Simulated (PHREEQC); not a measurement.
Solution (42 °C): 0.0012 mol HF and 6.9e-05 mol (CH3)4NF per kg of water. Closed to the air; pH follows from the charge balance.

Equilibrium calculation in PHREEQC: ion-association model, phreeqc.dat.

No solid was allowed to form.

Problem. What pH, ionic strength does the model give?

Solution. pH 3.27; ionic strength 0.000616 mol/kgw.

Problem. In which forms is F present?

Solution. HF 51 %, F- 48 % of the F.

(CH3)4N+ isn't in the database: it is added as a free cation with an ion size of 4 Å. Away from 25 °C the constants follow the database's enthalpies or fits; those with neither stay at their 25 °C values.
